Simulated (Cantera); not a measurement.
## Thermodynamics of fluorocarbon and chlorocarbon gases, feed CH2F2 + HCl

Feed: 1 mol CH2F2, 0.039 mol HCl, at 7.10 Pa.

Cantera equilibrium calculation (NASA polynomials, part measured and part estimated; ideal gas, pure solids and liquids). Candidate condensed phases: C, C6H6, C7H8, C8H18; 118 gas species. The numbers say what is thermodynamically allowed, not how fast it happens.

From 1575 K to 2100 K the condensed part is C(graphite). The main C-bearing gas is C2H2 (acetylene) at 1575 K and CF at 2100 K.

```json
[
 {"T (K)": "1575", "x HF": "0.980", "x HCl": "0.0170", "x H": "0.000155", "x Cl": "0.00212", "x F": "7.08e-6", "x H2": "0.000986", "n C(graphite)": "1.00"},
 {"T (K)": "1650", "x HF": "0.979", "x HCl": "0.0157", "x H": "0.000419", "x Cl": "0.00341", "x F": "2.00e-5", "x H2": "0.00151", "n C(graphite)": "1.00"},
 {"T (K)": "1725", "x HF": "0.978", "x HCl": "0.0139", "x H": "0.00101", "x Cl": "0.00517", "x F": "5.29e-5", "x H2": "0.00211", "n C(graphite)": "1.000"},
 {"T (K)": "1800", "x HF": "0.976", "x HCl": "0.0117", "x H": "0.00219", "x Cl": "0.00737", "x F": "0.000134", "x H2": "0.00266", "n C(graphite)": "1.000"},
 {"T (K)": "1875", "x HF": "0.973", "x HCl": "0.00913", "x H": "0.00424", "x Cl": "0.00986", "x F": "0.000332", "x H2": "0.00297", "n C(graphite)": "1.000"},
 {"T (K)": "1950", "x HF": "0.970", "x HCl": "0.00656", "x H": "0.00735", "x Cl": "0.0124", "x F": "0.000815", "x H2": "0.00292", "n C(graphite)": "1.000"},
 {"T (K)": "2025", "x HF": "0.965", "x HCl": "0.00431", "x H": "0.0115", "x Cl": "0.0145", "x F": "0.00199", "x H2": "0.00253", "n C(graphite)": "1.000"},
 {"T (K)": "2100", "x HF": "0.958", "x HCl": "0.00268", "x H": "0.0168", "x Cl": "0.0161", "x F": "0.00473", "x H2": "0.00205", "n C(graphite)": "1.000"}
]
```
x: gas mole fraction; n: condensed amount in mol.
